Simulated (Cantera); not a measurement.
Input: 1 mol CuO, a varied amount of H2, 96 mol N2, equilibrated at 1750 K and 3.00 bar.

Method: chemical equilibrium by Gibbs-energy minimisation in Cantera with the NASA 1993 tables (ideal gas, pure condensed phases). Candidate condensed phases: Cu, CuO, Cu(OH)2, Cu2O, H2O; 27 gas species. Kinetics and transport are ignored.

Problem. What share of the Cu ends up in condensed phases as a function of n(H2) (mol), at 82, 110, 140, 190, 240, 320, 420, 550, 730, 960, 1300, 1700, 2200?

Solution. 
```tsv
n(H2) (mol)	Cu condensed (%)	as
82	98.2	Cu(l)
110	97.9	Cu(l)
140	97.6	Cu(l)
190	97.1	Cu(l)
240	96.6	Cu(l)
320	95.8	Cu(l)
420	94.8	Cu(l)
550	93.5	Cu(l)
730	91.8	Cu(l)
960	89.5	Cu(l)
1300	86.1	Cu(l)
1700	82.1	Cu(l)
2200	77.1	Cu(l)
```
